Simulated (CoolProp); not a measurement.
The numbers come from the reference Helmholtz-energy equation of state, Leachman 2009 in CoolProp.

### Question
Give the vapour pressure (MPa), liquid density (kg/m³), liquid conductivity (mW/(m K)) of saturated normal hydrogen at -247.95, -246.05 °C.

### Answer
```json
[
 {"T (°C)": "-247.95", "p (MPa)": "0.335", "liquid density (kg/m³)": "64.4", "liquid conductivity (mW/(m K))": "102"},
 {"T (°C)": "-246.05", "p (MPa)": "0.487", "liquid density (kg/m³)": "61.1", "liquid conductivity (mW/(m K))": "100"}
]
```

Thermal conductivity comes from a separate model (Assael 2011).
